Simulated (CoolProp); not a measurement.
Vapour-liquid equilibrium of propylene (1) + propane (2) at 199.1 K; x and y are mole fractions of (1).

The numbers come from the multi-fluid Helmholtz-energy mixture model, Lemmon 2013 and Lemmon 2009; pair parameters Bell 2016 in CoolProp.

Task: Give the bubble pressure and the first vapour's composition at x = 0.35, 0.5, 0.95. Is there an azeotrope?

Result: x = 0.35: 22.06 kPa, y = 0.427; x = 0.5: 23.04 kPa, y = 0.570; x = 0.95: 25.18 kPa, y = 0.957. No azeotrope shows between x = 0.05 and 0.95.

Pair parameters are fitted to limited data, so mixtures are less certain than the pure fluids.
